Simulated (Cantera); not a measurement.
Input: 1 mol borazine, 0.071 mol H2O, equilibrated at 11.0 Pa.

Cantera equilibrium calculation (NASA polynomials, part measured and part estimated; ideal gas, pure solids and liquids). Candidate condensed phases: B, BN, B2O3, B3O3H3, H2O; 39 gas species. The feed counts by its element totals alone. Mutual solubility and eutectic melting of coexisting phases are not modelled. The tables' values for BH2 are old estimates; treat these amounts as uncertain. Rates play no part.

### Question
At 1800 K, list the 6 most abundant gas species with their mole fractions, and the condensed phases.

### Answer
H2 0.908, N2 0.0387, H 0.0325, HBO 0.0123, BO 0.00786, B2O2 0.000635. Condensed: B(s) + BN(s).
